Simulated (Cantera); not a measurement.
A closed system holds: 1 mol B2O3, 0.35 mol O2, 0.79 mol H2, equilibrated at 100000 Pa.

These are equilibrium values from Cantera (NASA tables, ideal gas, pure condensed phases), not measurements of a reactor. Candidate condensed phases: B, B2O3, B3O3H3, H2O; 23 gas species. Gases not in the tables: H3BO3. Kinetics and transport are ignored.

x: gas mole fraction; n: condensed amount in mol.

```csv
T (K),x H2O,x H2,x HBO2,x (HBO2)3,x B2O3,x H,n B2O3(l)
1075,0.869,0.115,0.000105,0.0158,9.36e-11,4.97e-9,0.981
1125,0.872,0.115,0.000247,0.0128,6.67e-10,1.50e-8,0.985
1175,0.874,0.114,0.000540,0.0105,3.99e-9,4.15e-8,0.987
1225,0.876,0.114,0.00110,0.00874,2.05e-8,1.05e-7,0.989
1275,0.876,0.114,0.00212,0.00735,9.19e-8,2.49e-7,0.990
1325,0.876,0.114,0.00387,0.00623,3.67e-7,5.52e-7,0.991
1375,0.874,0.114,0.00673,0.00533,1.32e-6,1.16e-6,0.991
1425,0.871,0.114,?,?,?,?,0.990
1475,0.865,0.113,?,?,?,?,0.988
1525,0.856,0.113,0.0279,0.00345,3.59e-5,7.94e-6,0.985
1575,0.843,0.112,0.0418,0.00299,9.32e-5,1.39e-5,0.979
1625,0.826,0.111,0.0609,0.00258,0.000227,2.35e-5,0.972
1675,0.802,0.109,0.0861,0.00222,0.000525,3.83e-5,0.961
```

**Question.** Complete the blanks.

**Answer.** 
- 1425, x HBO2: 0.0112
- 1425, x (HBO2)3: 0.00459
- 1425, x B2O3: 4.29e-6
- 1425, x H: 2.30e-6
- 1475, x HBO2: 0.0180
- 1475, x (HBO2)3: 0.00397
- 1475, x B2O3: 1.29e-5
- 1475, x H: 4.36e-6
